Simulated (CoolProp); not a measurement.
Computed with CoolProp (reference Helmholtz-energy equation of state, Akasaka 2015).

**Question.** For R245fa, give the phase and the cp (kJ/(kg K)), expansivity (1/kK) at 440 K and 746 kPa; 440 K and 9630 kPa.

**Answer.** 
- 440 K and 746 kPa: gas; cp 1.14, expansivity 2.89
- 440 K and 9630 kPa: supercritical; cp 1.70, expansivity 5.12
